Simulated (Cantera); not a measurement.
**Thermodynamics of silicon epitaxy and polysilicon growth, feed SiH2Cl2 + HCl + N2**

Charge: 1 mol SiH2Cl2, 0.058 mol HCl, 89 mol N2, equilibrated at 1 atm.

Method: chemical equilibrium by Gibbs-energy minimisation in Cantera with the NASA 1993 tables (ideal gas, pure condensed phases). Candidate condensed phases: NH4Cl, Si, Si3N4; 28 gas species. N2 is the only nitrogen source here; it is nearly inert below about 1500 K, so the nitride shown seldom forms there in practice. The tables' values for SiCl3 are old estimates; treat these amounts as uncertain. The numbers say what is thermodynamically allowed, not how fast it happens.

| T (K) | x N2 | x HCl | x H2 | x SiCl2 | x SiCl4 | n Si3N4(s) |
|---|---|---|---|---|---|---|
| 873 | 0.979 | 0.0151 | 0.00385 | 6.20e-11 | 0.00193 | 0.275 |
| 948 | 0.979 | 0.0156 | 0.00357 | 1.30e-9 | 0.00179 | 0.279 |
| 1023 | 0.979 | 0.0161 | 0.00335 | 1.74e-8 | 0.00167 | 0.283 |
| 1098 | 0.979 | 0.0165 | 0.00316 | 1.62e-7 | 0.00158 | 0.286 |
| 1173 | 0.979 | 0.0168 | 0.00301 | 1.12e-6 | 0.00149 | 0.288 |
| 1248 | 0.979 | 0.0170 | 0.00289 | 6.12e-6 | 0.00141 | 0.289 |
| 1323 | 0.979 | 0.0172 | 0.00280 | 2.71e-5 | 0.00132 | 0.290 |
| 1398 | 0.979 | 0.0173 | 0.00275 | 9.98e-5 | 0.00119 | 0.289 |
| 1473 | 0.978 | 0.0172 | 0.00278 | 0.000307 | 0.00100 | 0.284 |
| 1548 | 0.978 | 0.0169 | 0.00294 | 0.000781 | 0.000731 | 0.274 |
| 1623 | 0.978 | 0.0161 | 0.00330 | 0.00161 | 0.000431 | 0.255 |
| 1698 | 0.978 | 0.0149 | 0.00391 | 0.00269 | 0.000203 | 0.230 |
x: gas mole fraction; n: condensed amount in mol.

From 873 K to 1698 K the condensed part is Si3N4(s). The main Si-bearing gas is SiCl4 at 873 K and SiCl2 at 1698 K. The share of Si in condensed phases is highest at 1323 K (87.0 %) and lowest at 1698 K (68.9 %).
